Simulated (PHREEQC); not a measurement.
0.2 mol of Fluorite (CaF2) is brought to equilibrium with 1 kg of water holding 94 mmol/kgw NaCl, at several temperatures. Oxygen is held at 0.21 atm. The system is closed to CO2. Only these solids could form: Fluorite.

Computed with PHREEQC (ion-association model, phreeqc.dat).

### Question
Predict pH, dissolved Ca (mol/kgw), dissolved F (mol/kgw) at T (°C) = 20.7, 26, 58, 63.3.

### Answer
| T (°C) | pH | dissolved Ca (mol/kgw) | dissolved F (mol/kgw) |
|---|---|---|---|
| 20.7 | 7.14 | 0.000294 | 0.000587 |
| 26 | 7.06 | 0.000309 | 0.000619 |
| 58 | 6.69 | 0.000393 | 0.000786 |
| 63.3 | 6.65 | 0.000404 | 0.000809 |

Constants without temperature data keep their 25 °C values here.
